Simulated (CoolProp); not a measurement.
A closed Brayton cycle with dry air: compressor inlet 318.15 K and 2 MPa, high pressure 5.02 MPa, turbine inlet 715 K, compressor efficiency 0.85, turbine efficiency 0.93, recuperator effectiveness 0.95 (on enthalpy, no pinch check). Each further row changes one setting.

Model: reference Helmholtz-energy equation of state, Lemmon 2000, in CoolProp. It is a pseudo-pure fit of the blend.

```csv
case,thermal efficiency (%),net work (kJ/kg),compressor to turbine work,compressor exit (K),turbine exit (K)
as stated,?,43.7,0.72,430.9,567.9
turbine inlet 665 K,?,32.5,?,430.9,526.9
compressor inlet 328.15 K,24.1,40.0,0.75,?,567.9
high pressure 4.27 MPa,28.5,?,0.69,?,591.5
recuperator effectiveness 0.5,18.9,43.7,0.72,430.9,567.9
```

**Question.** Complete the blanks.

**Answer.** 
- as stated, thermal efficiency (%): 26.2
- turbine inlet 665 K, thermal efficiency (%): 21.1
- turbine inlet 665 K, compressor to turbine work: 0.78
- compressor inlet 328.15 K, compressor exit (K): 444.3
- high pressure 4.27 MPa, net work (kJ/kg): 41.0
- high pressure 4.27 MPa, compressor exit (K): 409.0
